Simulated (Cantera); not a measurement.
## Equilibrium for oxide etching and cleaning by halides: Al₂O₃ + HCl + O₂

Input: 1 mol Al₂O₃, a varied amount of HCl, 12 mol O₂, held at 875 °C and 13.3 mbar.

Method: chemical equilibrium by Gibbs-energy minimisation in Cantera with the NASA 1993 tables (ideal gas, pure condensed phases). Candidate condensed phases: Al, AlCl₃, Al₂O₃, H₂O; 29 gas species. Equilibrium is a limit: real reactors are often held back by kinetics, nucleation or transport.

```csv
n(HCl) (mol),x O₂,x HCl,x H₂O,x Cl₂,x Cl,n Al₂O₃(s)
1.7,0.874,0.0994,0.0126,0.0114,0.00248,1.00
2.3,0.837,0.130,0.0162,0.0148,0.00283,1.00
3.1,0.791,0.166,0.0204,0.0188,0.00319,1.00
4.3,0.731,0.215,0.0258,0.0240,0.00360,1.00
5.9,0.664,0.271,0.0316,0.0296,0.00400,1.00
8.1,0.588,0.334,0.0377,0.0355,0.00438,1.00
11,0.510,0.401,0.0435,0.0411,0.00471,1.00
15,0.430,0.470,0.0488,0.0463,0.00500,1.000
21,0.346,0.545,0.0535,0.0509,0.00524,1.000
29,0.272,0.612,0.0566,0.0539,0.00540,1.000
40,0.208,0.673,0.0581,0.0554,0.00547,1.000
55,0.155,0.726,0.0582,0.0555,0.00548,1.000
76,0.111,0.772,0.0570,0.0543,0.00542,1.000
```
x: gas mole fraction; n: condensed amount in mol.

From 1.7 mol HCl to 76 mol HCl the condensed part is Al₂O₃(s).
